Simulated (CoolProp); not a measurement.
The numbers come from the reference Helmholtz-energy equation of state, Smukala 2000 in CoolProp.

### Question
For ethylene, give the phase and the Z, Joule-Thomson coefficient (K/MPa), isothermal compressibility (1/MPa), expansivity (1/kK) at 251 K and 4.58 bar; 251 K and 6.88 bar; 251 K and 16 bar.

### Answer
- 251 K and 4.58 bar: gas; Z 0.955, Joule-Thomson coefficient 16.0, isothermal compressibility 2.29, expansivity 4.59
- 251 K and 6.88 bar: gas; Z 0.930, Joule-Thomson coefficient 16.2, isothermal compressibility 1.57, expansivity 4.96
- 251 K and 16 bar: gas; Z 0.821, Joule-Thomson coefficient 17.4, isothermal compressibility 0.790, expansivity 7.35
